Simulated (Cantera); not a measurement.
A Cantera script and what it prints.

```python
import numpy as np
import cantera as ct

gas_names = [...]  # 110 gases of nasa_gas.yaml made of C, H, N
cond_names = """
    C(gr) C6H6(L) C7H8(L) C8H18(L),n-octa
""".split()


# ... load() reads the species with a 1 bar reference pressure and builds the phases ...
atoms = {
    'C2H4': {'C': 2, 'H': 4},
    'H2': {'H': 2},
    'N2': {'N': 2},
}
top_T = {'C(gr)': 4500}  # K; cautious upper limits of use, not melting points


# ... equilibrate(T, P, feed) seeds the gas with the atoms and calls Mixture.equilibrate('TP', solver="vcs", rtol=1e-11, max_steps=5000) ...
results = []
feed = {'C2H4': 1, 'H2': 28, 'N2': 6.8}  # mol
P = 65  # Pa
for T in [3000, 3250, 3500, 3750, 4000, 4250, 4500, 4750, 5000]:
    mix = equilibrate(T, P, feed)
    results.append((T, P, feed, dict(zip(mix.species_names, mix.species_moles))))

top = {s: max(r[3][s] / sum(r[3][g] for g in gas_names) for r in results) for s in gas_names}
cols = sorted((s for s in top if top[s] > 1e-05), key=lambda s: -top[s])[:8]
seen = [c for c in cond_names if any(r[3].get(c, 0) > 1e-12 for r in results)]
print("log10 of partial pressures in bar; condensed amounts in mol")
print(f"{'T/K':>10s}" + "".join(f"{s[:9]:>10s}" for s in cols + seen))
for T, P, feed, n in results:
    ng = sum(n[g] for g in gas_names)
    print(f"{T:10.4g}" + "".join(f"{np.log10(max(n[s] / ng * P / 1e5, 1e-99)):10.3f}" for s in cols)
          + "".join(f"{n.get(c, 0):10.4g}" for c in seen))
```

It prints:

```
log10 of partial pressures in bar; condensed amounts in mol
       T/K         H         N        N2         C        H2        CN        C3       HCN
      3000    -3.253    -6.955    -4.197    -5.086    -4.903    -5.377    -5.879    -6.041
      3250    -3.248    -6.310    -4.201    -4.836    -5.509    -5.506    -6.923    -6.876
      3500    -3.247    -5.756    -4.203    -4.771    -6.037    -5.765    -8.265    -7.744
      3750    -3.248    -5.280    -4.215    -4.749    -6.499    -6.027    -9.534    -8.537
      4000    -3.251    -4.874    -4.247    -4.741    -6.907    -6.279   -10.679    -9.255
      4250    -3.256    -4.537    -4.317    -4.741    -7.273    -6.529   -11.711    -9.920
      4500    -3.265    -4.274    -4.457    -4.747    -7.607    -6.794   -12.647   -10.559
      4750    -3.274    -4.096    -4.696    -4.756    -7.910    -7.091   -13.495   -11.193
      5000    -3.282    -3.999    -5.039    -4.765    -8.180    -7.424   -14.261   -11.828
```

Method: chemical equilibrium by Gibbs-energy minimisation in Cantera with the NASA 1993 tables (ideal gas, pure condensed phases).
